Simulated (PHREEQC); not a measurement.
3.3 g of hydrous ferric oxide (600 m²/g; 0.2 weak and 0.005 strong sites per Fe, Dzombak-Morel constants, diffuse double layer) in 1 kg of water with 0.05 mol/kgw of an inert sodium salt and 0.00022 mol/kgw Ag2SO4 and 3.9e-05 mol/kgw SrCl2, at 25 °C; the pH is set by adding NaOH or the inert anion's acid. Oxygen alone is held at its pressure in air (log pO2 = -0.68). No CO2 enters from the air. Precipitation was switched off in this run.

Computed with PHREEQC (ion-association model, wateq4f.dat).

```
pH     S sorbed (%)  Ag sorbed (%)  Sr sorbed (%)  surface charge σ (C/m²)  surface potential ψ (mV)
-----  ------------  -------------  -------------  -----------------------  ------------------------
4              99.9            0.5            0.0                    0.280                       156
4.67           99.9            4.1            0.0                    0.208                       141
5.33           99.4           16.3            0.0                    0.138                       120
6              96.0           32.4            0.1                    0.082                        95
6.67           73.7           44.1            0.3                    0.045                        67
7.33           23.1           59.4            1.1                    0.021                        38
8               2.3           81.0            9.3                    0.003                         6
8.67            0.2           94.4           58.1                   -0.015                       -28
9.33            0.0           98.6           95.0                   -0.038                       -59
10              0.0           99.7           99.6                   -0.073                       -89
10.67           0.0           99.9          100.0                   -0.123                      -114
11.33           0.0          100.0          100.0                   -0.190                      -135
12              0.0          100.0          100.0                   -0.270                      -148
```

Along this series the solution becomes supersaturated in solids that the run did not let form, among them Cerargyrite. Complexes and solids missing from the database can't appear.
